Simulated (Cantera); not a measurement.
Input (Python, Cantera):

```python
import numpy as np
import cantera as ct

gas = ct.Solution("gri30.yaml")


def delay(T, t_max=10):
    gas.TPX = T, 100000, {'CH4': 1, 'O2': 2.41, 'N2': 8.92}
    reactor = ct.IdealGasConstPressureReactor(gas, clone=False)
    net = ct.ReactorNet([reactor])
    net.rtol, net.atol = 1e-8, 1e-16
    while net.time < t_max:
        t_old, T_old = net.time, reactor.T
        net.step()
        if reactor.T > T + 400:  # ignition: a rise of 400 K
            return t_old + (T + 400 - T_old) / (reactor.T - T_old) * (net.time - t_old)
    return np.nan


taus = []
for T in [1200, 1250, 1300, 1350, 1400, 1450, 1500, 1550, 1600]:
    taus.append(delay(T))
    print(f"T0 = {T:6g} K   tau = {taus[-1]:.4e} s")
```

It prints:

```
T0 =   1200 K   tau = 4.0999e-02 s
T0 =   1250 K   tau = 2.0395e-02 s
T0 =   1300 K   tau = 1.0522e-02 s
T0 =   1350 K   tau = 5.6274e-03 s
T0 =   1400 K   tau = 3.1222e-03 s
T0 =   1450 K   tau = 1.8006e-03 s
T0 =   1500 K   tau = 1.0813e-03 s
T0 =   1550 K   tau = 6.7652e-04 s
T0 =   1600 K   tau = 4.4024e-04 s
```

Cantera simulation using GRI-Mech 3.0 (53 species, 325 reactions); the numbers are that mechanism's predictions, not measurements.
